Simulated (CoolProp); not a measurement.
Vapour-liquid equilibrium of carbon monoxide (1) + methane (2) at -167.85 °C; x and y are mole fractions of (1).

Computed with CoolProp (multi-fluid Helmholtz-energy mixture model, Lemmon 2006 and Setzmann 1991; pair parameters Kunz 2012).

**Question.** Give the bubble pressure and the first vapour's composition at x = 0.125, 0.35, 0.425. Is there an azeotrope?

**Answer.** x = 0.125: 0.1661 MPa, y = 0.681; x = 0.35: 0.3599 MPa, y = 0.880; x = 0.425: 0.4174 MPa, y = 0.904. No azeotrope shows between x = 0.05 and 0.95.

The pair parameters rest on a limited set of measurements; away from them the model extrapolates.
